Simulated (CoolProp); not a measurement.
Saturation properties of R365MFC (Tc = 186.9 °C, pc = 3266 kPa, ω = 0.377).

The numbers come from the reference Helmholtz-energy equation of state, Lemmon 2016 in CoolProp.

```tsv
T (°C)	p (kPa)	liquid density (kg/m³)	enthalpy of vaporisation (kJ/kg)	vapour Z	surface tension (mN/m)
19.35	44.93	1269	197.8	0.9744	15.7
36.15	87.42	1233	190.1	0.9588	13.8
52.85	156.4	1195	181.9	0.9377	12.0
69.65	262.8	1155	172.8	0.9105	10.2
86.45	417.9	1113	162.8	0.8766	8.47
103.15	632.9	1066	151.9	0.8355	6.79
119.95	925.0	1015	139.4	0.7853	5.18
136.65	1308	955.4	124.9	0.7243	3.66
153.45	1806	883.3	106.7	0.6473	2.24
170.15	2443	786.8	81.74	0.5449	0.966
```

It boils at 40.2 °C under 1 atm.

Surface tension comes from a separate correlation (Mulero 2012).
